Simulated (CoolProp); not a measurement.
n-dodecane along the isotherm 346.85 °C: fugacity coefficient from the reference equation and from simpler models built on Tc = 385.0 °C, pc = 1.818 MPa, ω = 0.574; each cubic takes its own stable root.

The numbers come from the reference Helmholtz-energy equation of state, Lemmon 2004 in CoolProp. It is a short technical equation, of lower accuracy than the large ones.

```json
[
 {"p (MPa)": "0.0144", "phase": "gas", "reference": "0.9960"},
 {"p (MPa)": "0.0256", "phase": "gas", "reference": "0.9929"},
 {"p (MPa)": "0.0454", "phase": "gas", "reference": "0.9874"},
 {"p (MPa)": "0.0808", "phase": "gas", "reference": "0.9775"},
 {"p (MPa)": "0.144", "phase": "gas", "reference": "0.9601"},
 {"p (MPa)": "0.256", "phase": "gas", "reference": "0.9297"},
 {"p (MPa)": "0.454", "phase": "gas", "reference": "0.8767"},
 {"p (MPa)": "0.808", "phase": "gas", "reference": "0.7843"},
 {"p (MPa)": "1.44", "phase": "liquid", "reference": "0.5503"},
 {"p (MPa)": "2.56", "phase": "liquid", "reference": "0.3364"},
 {"p (MPa)": "4.54", "phase": "liquid", "reference": "0.2183"}
]
```

How far does each simpler model (Redlich-Kwong, Soave-Redlich-Kwong) lie from the reference over these 11 states: mean and median of the absolute difference, and the worst?


- Redlich-Kwong: mean 7.3 %, median 1.5 %, worst +27.6 % at 346.85 °C and 4.54 MPa
- Soave-Redlich-Kwong: mean 3.5 %, median 1.1 %, worst +13.2 % at 346.85 °C and 4.54 MPa
